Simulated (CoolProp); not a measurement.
Dimethyl carbonate along the isotherm 482.1 K: fugacity coefficient from the reference equation and from simpler models built on Tc = 557.0 K, pc = 49.09 bar, ω = 0.346; each cubic takes its own stable root.

The numbers come from the reference Helmholtz-energy equation of state, Zhou 2011 in CoolProp.

```json
[
 {"p (bar)": "4.6", "phase": "gas", "reference": "0.9490", "van der Waals": "0.9608", "Redlich-Kwong": "0.9522", "Soave-Redlich-Kwong": "0.9485"},
 {"p (bar)": "9.2", "phase": "gas", "reference": "0.8983", "van der Waals": "0.9217", "Redlich-Kwong": "0.9048", "Soave-Redlich-Kwong": "0.8974"},
 {"p (bar)": "13.8", "phase": "gas", "reference": "0.8473", "van der Waals": "0.8826", "Redlich-Kwong": "0.8577", "Soave-Redlich-Kwong": "0.8464"},
 {"p (bar)": "18.4", "phase": "liquid", "reference": "0.7110", "van der Waals": "0.8431", "Redlich-Kwong": "0.8104", "Soave-Redlich-Kwong": "0.7289"},
 {"p (bar)": "23", "phase": "liquid", "reference": "0.5764", "van der Waals": "0.8029", "Redlich-Kwong": "0.7116", "Soave-Redlich-Kwong": "0.5923"},
 {"p (bar)": "27.6", "phase": "liquid", "reference": "0.4868", "van der Waals": "0.7496", "Redlich-Kwong": "0.6029", "Soave-Redlich-Kwong": "0.5012"},
 {"p (bar)": "32.2", "phase": "liquid", "reference": "0.4228", "van der Waals": "0.6573", "Redlich-Kwong": "0.5253", "Soave-Redlich-Kwong": "0.4363"},
 {"p (bar)": "36.8", "phase": "liquid", "reference": "0.3748", "van der Waals": "0.5882", "Redlich-Kwong": "0.4672", "Soave-Redlich-Kwong": "0.3876"},
 {"p (bar)": "41.4", "phase": "liquid", "reference": "0.3376", "van der Waals": "0.5346", "Redlich-Kwong": "0.4221", "Soave-Redlich-Kwong": "0.3498"},
 {"p (bar)": "46", "phase": "liquid", "reference": "0.3078", "van der Waals": "0.4918", "Redlich-Kwong": "0.3860", "Soave-Redlich-Kwong": "0.3196"},
 {"p (bar)": "50.6", "phase": "liquid", "reference": "0.2835", "van der Waals": "0.4568", "Redlich-Kwong": "0.3565", "Soave-Redlich-Kwong": "0.2949"},
 {"p (bar)": "55.2", "phase": "liquid", "reference": "0.2633", "van der Waals": "0.4279", "Redlich-Kwong": "0.3320", "Soave-Redlich-Kwong": "0.2744"},
 {"p (bar)": "59.8", "phase": "liquid", "reference": "0.2462", "van der Waals": "0.4035", "Redlich-Kwong": "0.3113", "Soave-Redlich-Kwong": "0.2571"},
 {"p (bar)": "64.4", "phase": "liquid", "reference": "0.2316", "van der Waals": "0.3826", "Redlich-Kwong": "0.2936", "Soave-Redlich-Kwong": "0.2423"},
 {"p (bar)": "69", "phase": "liquid", "reference": "0.2190", "van der Waals": "0.3647", "Redlich-Kwong": "0.2783", "Soave-Redlich-Kwong": "0.2295"},
 {"p (bar)": "73.6", "phase": "liquid", "reference": "0.2080", "van der Waals": "0.3491", "Redlich-Kwong": "0.2650", "Soave-Redlich-Kwong": "0.2183"}
]
```

At some of these states van der Waals, Redlich-Kwong gives the other phase, because its saturation line lies elsewhere.
